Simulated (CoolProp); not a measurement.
R124 along the isotherm 207.2 K: density (kg/m³) from the reference equation and from simpler models built on Tc = 395.4 K, pc = 3624 kPa, ω = 0.288; each cubic takes its own stable root.

Computed with CoolProp (reference Helmholtz-energy equation of state, de Vries 1995).

```csv
p (kPa),phase,reference,van der Waals,Redlich-Kwong,Soave-Redlich-Kwong
1130,liquid,1627,977.5,1446,1484
2270,liquid,1629,982.4,1449,1487
3400,liquid,1631,986.9,1452,1489
4530,liquid,1633,991.2,1455,1491
5660,liquid,1635,995.3,1458,1493
6800,liquid,1637,999.1,1461,1496
7930,liquid,1639,1003,1464,1498
9060,liquid,1641,1006,1467,1500
```
